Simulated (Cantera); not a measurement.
Feed: 1 mol S, 3.2 mol O2, 5.9 mol H2, at 1575 °C and 1.00 Torr.

These are equilibrium values from Cantera (NASA tables, ideal gas, pure condensed phases), not measurements of a reactor. Candidate condensed phases: H2O, H2SO4, S; 19 gas species. The numbers say what is thermodynamically allowed, not how fast it happens.

Base state: H2O 0.654, H2 0.194, SO2 0.127, SO 0.0151, H 0.00640, OH 0.00159, S 0.000681, S2 0.000527 (mole fractions); condensed: gas only.

### Question
What changes in the equilibrium state with this change: H2 from 5.9 to 3.2 mol?

### Answer
```csv
species,before,after
H2O,0.654,0.652
SO2,0.127,0.206
O2,5.90e-5,0.123
H2,0.194,0.00424
SO,0.0151,0.000538
OH,0.00159,0.0107
S2,0.000527,<1e-9
H2S,0.000150,2.56e-9
S2O,1.11e-5,<1e-9
```

### Question
What changes in the equilibrium state with this change: H2 from 5.9 to 2.9 mol?

### Answer
```json
[
 {"species": "H2O", "before": "0.654", "after": "0.610"},
 {"species": "SO2", "before": "0.127", "after": "0.213"},
 {"species": "O2", "before": "5.90e-5", "after": "0.159"},
 {"species": "H2", "before": "0.194", "after": "0.00349"},
 {"species": "SO", "before": "0.0151", "after": "0.000490"},
 {"species": "OH", "before": "0.00159", "after": "0.0110"},
 {"species": "S2", "before": "0.000527", "after": "<1e-9"},
 {"species": "H2S", "before": "0.000150", "after": "1.69e-9"},
 {"species": "SH", "before": "0.000502", "after": "4.20e-8"}
]
```

### Question
What changes in the equilibrium state with this change: temperature from 1575 °C to 1977 °C?

### Answer
```csv
species,before,after
H2O,0.654,0.531
H2,0.194,0.185
SO2,0.127,0.104
H,0.00640,0.0874
OH,0.00159,0.0378
O,3.98e-5,0.0123
O2,5.90e-5,0.0149
SO,0.0151,0.0259
S2,0.000527,2.45e-5
H2S,0.000150,1.08e-5
S2O,1.11e-5,9.57e-7
S,0.000681,0.00185
```
